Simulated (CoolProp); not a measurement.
Vapour-liquid equilibrium of isohexane (1) + n-heptane (2) at 77.05 °C; x and y are mole fractions of (1).

The numbers come from the multi-fluid Helmholtz-energy mixture model, Lemmon 2006 and Span 2003; pair parameters Bell 2016 in CoolProp.

Question: Give the bubble pressure and the first vapour's composition at x = 0.05, 0.2, 0.875. Is there an azeotrope?

Answer: x = 0.05: 57.46 kPa, y = 0.141; x = 0.2: 74.49 kPa, y = 0.435; x = 0.875: 152.9 kPa, y = 0.955. No azeotrope shows between x = 0.05 and 0.95.

Pair parameters are fitted to limited data, so mixtures are less certain than the pure fluids.
